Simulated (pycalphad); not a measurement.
## Phase fractions of Sn-12.2Si (at.%)

CALPHAD calculation (pycalphad, COST 507 light-alloy database (1999)), 1 atm. The data set is of 1999 and partly superseded. Phase fractions are per mole of atoms.

| T (K) | liquid | diamond (Si) | bct (Sn) |
|---|---|---|---|
| 1400 | 0.949 | 0.051 | - |
| 1360 | 0.930 | 0.070 | - |
| 1320 | 0.917 | 0.083 | - |
| 1280 | 0.907 | 0.093 | - |
| 1240 | 0.900 | 0.100 | - |
| 1200 | 0.894 | 0.106 | - |
| 1160 | 0.890 | 0.110 | - |
| 1120 | 0.887 | 0.113 | - |
| 1080 | 0.884 | 0.116 | - |
| 1040 | 0.882 | 0.118 | - |
| 1000 | 0.881 | 0.119 | - |
| 960 | 0.880 | 0.120 | - |
| 920 | 0.879 | 0.121 | - |
| 880 | 0.879 | 0.121 | - |
| 840 | 0.879 | 0.121 | - |
| 800 | 0.878 | 0.122 | - |
| 760 | 0.878 | 0.122 | - |
| 720 | 0.878 | 0.122 | - |
| 680 | 0.878 | 0.122 | - |
| 640 | 0.878 | 0.122 | - |
| 600 | 0.878 | 0.122 | - |
| 560 | 0.878 | 0.122 | - |
| 520 | 0.878 | 0.122 | - |
